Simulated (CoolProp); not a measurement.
R22 at 293.15 K and 1.48 MPa flows at 16 m/s in a round tube of 1 mm bore and 1.5 µm roughness, fully developed (64/Re and Nu = 3.66 if laminar; Colebrook and Gnielinski if turbulent). Each further row changes one setting.

Values from CoolProp's reference Helmholtz-energy equation of state, Kamei 1995.

```tsv
case	Reynolds number	Darcy friction factor	pressure drop (Pa/m)	heat-transfer coefficient (W/(m² K))	mass flow (kg/h)
as stated	142000	?	?	50000	54.9
velocity 32 m/s	285000	0.0225	?	?	?
diameter 2 mm	285000	0.0196	?	?	?
```

### Question
Complete the blanks.

### Answer

- as stated, Darcy friction factor: 0.0232
- as stated, pressure drop (Pa/m): 3600000
- velocity 32 m/s, pressure drop (Pa/m): 1.40e7
- velocity 32 m/s, heat-transfer coefficient (W/(m² K)): 97800
- velocity 32 m/s, mass flow (kg/h): 110
- diameter 2 mm, pressure drop (Pa/m): 1520000
- diameter 2 mm, heat-transfer coefficient (W/(m² K)): 43300
- diameter 2 mm, mass flow (kg/h): 220

Viscosity comes from a separate model (Bell 2016), an estimate that may be off by 10 % or more. Thermal conductivity comes from a separate model (McLinden 2000), an estimate that may be off by 10 % or more.
